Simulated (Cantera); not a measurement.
## Ignition delay

Mixture: 7.55 % CO, 1.28 % H2, 8.31 % CH4, 19.1 % O2, 55.4 % N2, 8.31 % H2O, equivalence ratio 1.1, at 260000 Pa, adiabatic and at constant pressure. Ignition delay is the time to a rise of 400 K.

Cantera simulation using GRI-Mech 3.0 (53 species, 325 reactions); the numbers are that mechanism's predictions, not measurements.

| T0 (K) | delay (ms) |
|---|---|
| 1223 | 3.89 |
| 1273 | 2.40 |
| 1323 | 1.48 |
| 1373 | 0.922 |
| 1423 | 0.579 |
| 1473 | 0.369 |
| 1523 | 0.240 |
| 1573 | 0.160 |

```
Quantity                                                 Value
--------------------------------------------------  ----------
apparent activation energy between 1473 and 1573 K  160 kJ/mol
```
